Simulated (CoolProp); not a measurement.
A simple Rankine cycle with water: condensing at 294.15 K, boiler at 0.097 MPa, turbine inlet 376.9 K, turbine efficiency 0.65, pump efficiency 0.8, no recuperator. Each further row changes one setting.

Computed with CoolProp (reference Helmholtz-energy equation of state, Wagner 2002).

| case | thermal efficiency (%) | net work (kJ/kg) | heat in (kJ/kg) | turbine exit temperature (K) | volume ratio over the turbine |
|---|---|---|---|---|---|
| as stated | 12.8 | 332 | 2600 | 294.1 | 28.5 |
| turbine inlet 396.9 K | 12.8 | 339 | 2640 | 294.1 | 27.3 |
| condensing temperature 286.15 K | 14.1 | 370 | 2630 | 286.1 | 45.6 |
| boiler pressure 0.0679 MPa | 11.6 | 302 | 2600 | 294.1 | 20.1 |
| turbine efficiency 0.55 | 10.8 | 281 | 2600 | 294.1 | 29.1 |

The expansion ends wet for: as stated; turbine inlet 396.9 K; condensing temperature 286.15 K; boiler pressure 0.0679 MPa; turbine efficiency 0.55.
